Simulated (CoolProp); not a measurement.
Dimethyl ether at several states: Z from the reference equation and from simpler models built on Tc = 400.4 K, pc = 53.37 bar, ω = 0.196; each cubic takes its own stable root.

Computed with CoolProp (reference Helmholtz-energy equation of state, Wu 2011).

```
T (K)  p (bar)   phase  reference
-----  -------  ------  ---------
176.9     26.1  liquid    0.09864
224.2     11.4  liquid    0.03666
438.6    0.121     gas     0.9994
```

### Question
How far does each simpler model (van der Waals, Redlich-Kwong, Soave-Redlich-Kwong, Peng-Robinson) lie from the reference over these 3 states: mean and median of the absolute difference, and the worst?

### Answer
- van der Waals: mean 43.0 %, median 63.9 %, worst +65.0 % at 176.9 K and 26.1 bar
- Redlich-Kwong: mean 7.4 %, median 11.0 %, worst +11.2 % at 176.9 K and 26.1 bar
- Soave-Redlich-Kwong: mean 6.5 %, median 9.1 %, worst +10.3 % at 176.9 K and 26.1 bar
- Peng-Robinson: mean 1.7 %, median 1.8 %, worst -3.2 % at 224.2 K and 11.4 bar
